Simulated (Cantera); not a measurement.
An adiabatic, constant-pressure homogeneous reactor starts with H₂ : O₂ : N₂ = 1 : 1.56 : 10.8 (molar parts), at 1400 K and 7500 Torr.

Detailed kinetics in Cantera: the H2/O2 subset of GRI-Mech 3.0, which has no nitrogen chemistry. The hydrogen kinetics of GRI-Mech 3.0 are dated; newer H2 mechanisms differ, most at raised pressure.

x: mole fraction; the columns are a selection and need not sum to one.

```tsv
t (s)	T (K)	x H₂	x O₂	x H₂O₂	x HO₂	x H₂O	x H	x O
1.00e-6	1400	0.0748	0.117	3.39e-9	5.71e-7	9.71e-7	5.04e-7	___
2.15e-6	1400	0.0748	0.117	1.11e-7	1.47e-5	3.62e-5	1.52e-5	___
4.64e-6	1596	0.0267	0.0916	6.64e-6	0.000223	0.0421	0.00862	___
1.00e-5	1907	0.000490	0.0813	7.31e-7	2.29e-5	0.0756	0.000195	___
2.15e-5	1925	8.63e-5	0.0820	2.69e-7	5.01e-6	0.0770	1.50e-5	___
4.64e-5	1929	2.67e-5	0.0822	1.38e-7	2.17e-6	0.0773	2.82e-6	___
0.000100	1930	1.55e-5	0.0823	1.06e-7	1.69e-6	0.0774	1.33e-6	3.78e-5
0.000215	1930	1.44e-5	0.0823	1.03e-7	1.64e-6	0.0774	1.20e-6	3.51e-5
0.000464	1930	1.44e-5	0.0823	1.03e-7	1.64e-6	0.0774	1.20e-6	3.51e-5
0.00100	1930	1.44e-5	0.0823	1.03e-7	1.64e-6	0.0774	1.20e-6	3.51e-5
0.00215	1930	1.44e-5	0.0823	1.03e-7	1.64e-6	0.0774	1.20e-6	3.51e-5
0.00464	1930	1.44e-5	0.0823	1.03e-7	1.64e-6	0.0774	1.20e-6	3.51e-5
0.0100	1930	1.44e-5	0.0823	1.03e-7	1.64e-6	0.0774	1.20e-6	3.51e-5
0.0215	1930	1.44e-5	0.0823	1.03e-7	1.64e-6	0.0774	1.20e-6	3.51e-5
0.0464	1930	1.44e-5	0.0823	1.03e-7	1.64e-6	0.0774	1.20e-6	3.51e-5
0.100	1930	1.44e-5	0.0823	1.03e-7	1.64e-6	0.0774	1.20e-6	3.51e-5
```

Question: Some entries are withheld; supply them.

Answer: 
- 1.00e-6, x O: 2.01e-7
- 2.15e-6, x O: 6.17e-6
- 4.64e-6, x O: 0.00580
- 1.00e-5, x O: 0.00108
- 2.15e-5, x O: 0.000197
- 4.64e-5, x O: 6.37e-5
